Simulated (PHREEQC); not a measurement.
A made-up water analysis in mg/kgw, 20 °C, pH 6.67, pe 11.2:

```csv
constituent,mg/kgw
Na,0.333
K,0.807
Ca,1.65
Mg,0.7
Cl,1.49
S(6) as SO4,0.569
Alkalinity as HCO3,6.89
Sr,0.191
Cu(2),0.0346
Zn,0.00147
Cd,0.00688
Ni,0.0147
N(5) as NO3,0.00313
```

Valence states are taken as typed.

All values are PHREEQC results (ion-association model, wateq4f.dat), not measurements.

This is a speciation only: nothing precipitates in the calculation.

**Question.** Estimate the charge-balance error.

**Answer.** charge-balance error 4.1 %.

**Question.** In which forms is Zn present?

**Answer.** Zn+2 98 %, ZnHCO3+ 1.3 % of the Zn.

Species that the database lacks are ignored. The database's constant for dissolved Cu(OH)2 is higher than later reviews accept. The database's nickel carbonate constants are estimates that later reviews lower a good deal.
